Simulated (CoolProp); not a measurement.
Saturation properties of R1336mzz(E) (Tc = 130.4 °C, pc = 2.779 MPa, ω = 0.413).

Values from CoolProp's reference Helmholtz-energy equation of state, Akasaka 2023.

| T (°C) | p (MPa) | liquid density (kg/m³) | enthalpy of vaporisation (kJ/kg) | liquid cp (kJ/(kg K)) | vapour Z |
|---|---|---|---|---|---|
| 26.45 | 0.2035 | 1321 | 143.7 | 1.246 | 0.9191 |
| 31.35 | 0.2405 | ___ | 140.9 | 1.253 | 0.9088 |
| 36.15 | 0.2815 | 1290 | 138.1 | 1.261 | 0.8980 |
| 40.95 | 0.3277 | 1274 | 135.3 | 1.269 | 0.8863 |
| 45.75 | 0.3795 | 1258 | 132.4 | 1.279 | 0.8738 |
| 50.65 | 0.4385 | ___ | 129.2 | 1.289 | 0.8601 |
| 55.45 | 0.5029 | 1223 | 126.1 | 1.301 | 0.8458 |
| 60.25 | 0.5741 | 1205 | 122.8 | ___ | 0.8304 |
| 65.05 | 0.6528 | 1185 | 119.4 | 1.329 | 0.8141 |

Task: Fill in the missing entries.

Result: 
- 31.35, liquid density (kg/m³): 1306
- 50.65, liquid density (kg/m³): 1241
- 60.25, liquid cp (kJ/(kg K)): 1.314

It boils at 7.9 °C under 1 atm.
